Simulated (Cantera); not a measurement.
Mixture: 12.7 % CH₄, 8.64 % H₂, 16.5 % O₂, 62.1 % N₂, at 1.50 bar, adiabatic and at constant volume. Ignition delay is the time to a rise of 400 K.

Detailed kinetics in Cantera: GRI-Mech 3.0 (53 species, 325 reactions).

Question: Predict: delay at 1250 K; delay at 1450 K; delay at 1650 K; delay at 1850 K; delay at 2050 K; apparent activation energy between 1850 and 2050 K.

Answer: 
```json
{
 "delay at 1250 K": "0.963 ms",
 "delay at 1450 K": "0.217 ms",
 "delay at 1650 K": "66.5 µs",
 "delay at 1850 K": "25.8 µs",
 "delay at 2050 K": "11.6 µs",
 "apparent activation energy between 1850 and 2050 K": "130 kJ/mol"
}
```
